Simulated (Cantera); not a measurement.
Feed: 1 mol Ta, 0.047 mol H2O, at 1.00 bar.

Equilibrium computed with Cantera from the NASA thermochemical tables; the gas is ideal and each condensed phase is pure. Candidate condensed phases: H2O, Ta, Ta2O5; 12 gas species. Mutual solubility and eutectic melting of coexisting phases are not modelled. Condensed phases not in the tables: N, O or C dissolved in the metal. The numbers say what is thermodynamically allowed, not how fast it happens. All values below are at 2127 °C.

Base state: H2 0.978, H 0.0157, H2O 0.00611, TaO2 0.000215, TaO 5.05e-5, OH 1.81e-5 (mole fractions); condensed: Ta(s) + Ta2O5(l).

What changes in the equilibrium state with this change: pressure from 1.00 bar to 5.20 Pa?


```
species          before     after
-------------  --------  --------
H                0.0157     0.635
TaO             5.05e-5     0.164
TaO2           0.000215     0.118
H2                0.978    0.0828
O               1.95e-7  0.000631
H2O             0.00611   8.72e-5
Ta(s), mol        0.981     0.967
Ta2O5(l), mol   0.00934         0
```

What changes in the equilibrium state with this change: Ta replaced by Zr?


```csv
species,before,after
H2,0.978,0.984
H,0.0157,0.0158
ZrO,0,2.19e-5
H2O,0.00611,2.03e-5
TaO2,0.000215,0
TaO,5.05e-5,0
OH,1.81e-5,5.98e-8
"Ta(s), mol",0.981,0
"Ta2O5(l), mol",0.00934,0
"Zr(l), mol",0,0.977
"ZrO2(tetragonal), mol",0,0.0235
```
Further candidate phases: Zr, ZrO2.
